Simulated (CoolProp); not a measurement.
A single-stage vapour-compression cycle with CH3F (R41): evaporating at 211.15 K (dew point), condensing at 259.15 K (bubble point), superheat 0 K, subcooling 0 K, compressor efficiency 0.65, no pressure losses. Each further row changes one setting.

The numbers come from the reference Helmholtz-energy equation of state, Lemmon 2006 in CoolProp. It is a short technical equation, of lower accuracy than the large ones.

```csv
case,cooling COP,pressure ratio,discharge temperature (K),refrigerating effect (kJ/kg),volumetric capacity (kJ/m³)
as stated,…,5.92,361.2,357,1720
evaporating temperature 216.15 K,2.60,…,…,360,2140
condensing temperature 254.15 K,2.55,5.08,346.7,369,1780
subcooling 5 K,2.29,5.92,361.2,369,1780
superheat 10 K,2.16,5.92,378.2,370,1680
compressor efficiency 0.55,1.88,5.92,…,357,1720
```

Task: What belongs in the gaps?

Result: 
- as stated, cooling COP: 2.22
- evaporating temperature 216.15 K, pressure ratio: 4.73
- evaporating temperature 216.15 K, discharge temperature (K): 346.3
- compressor efficiency 0.55, discharge temperature (K): 383.0
